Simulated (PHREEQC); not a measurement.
Consider water at 10 °C with 1.6 mmol/kgw Al2(SO4)3, 0.061 mmol/kgw CaCl2 and 3.7 mmol/kgw Na2SO4. Closed to the air; pH follows from the charge balance.

Computed with PHREEQC (ion-association model, phreeqc.dat).

No solid was allowed to form.

**Question.** Order these S species by the share of S that they hold, largest first: CaSO4, SO4-2, AlSO4+, NaSO4-, Al(SO4)2-.

**Answer.** SO4-2 (66 %), AlSO4+ (27 %), Al(SO4)2- (5.3 %), NaSO4- (1.3 %), CaSO4 (0.17 %)

**Question.** Order these Al species by the share of Al that they hold, largest first: AlOH+2, AlSO4+, Al+3, Al(SO4)2-.

**Answer.** AlSO4+ (71 %), Al+3 (20 %), Al(SO4)2- (7.0 %), AlOH+2 (1.3 %)

The pH is 4.48 and the ionic strength 0.0194 mol/kgw. The solution is supersaturated, for example in Gibbsite (slow to form), so a real one may precipitate; this is no full list. Species that the database lacks are ignored. At this temperature some constants are extrapolated from 25 °C, and those without enthalpy data are left unchanged.
